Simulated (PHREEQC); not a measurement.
Synthetic water in mg/kgw, 20 °C, pH 6.7, pe 11.2: Na 72.7; K 0.0323; Ca 176; Mg 61.9; Cl 277; S(6) as SO4 137; Alkalinity as HCO3 330; N(5) as NO3 2.8; Li 0.034; Br 0.613.

Na is adjusted to close the charge balance.
Valence states are taken as typed.

All values are PHREEQC results (ion-association model, phreeqc.dat), not measurements.

No solid was allowed to form.

Task: Order these Mg species by the share of Mg that they hold, largest first: MgSO4, MgHCO3+, Mg+2.

Result: Mg+2 (90 %), MgSO4 (6.3 %), MgHCO3+ (3.2 %)

Task: Order these C species by the share of C that they hold, largest first: CO2, MgHCO3+, CaHCO3+, HCO3-.

Result: HCO3- (68 %), CO2 (29 %), CaHCO3+ (1.8 %), MgHCO3+ (1.1 %)

The pH is 6.70 and the ionic strength 0.0225 mol/kgw.
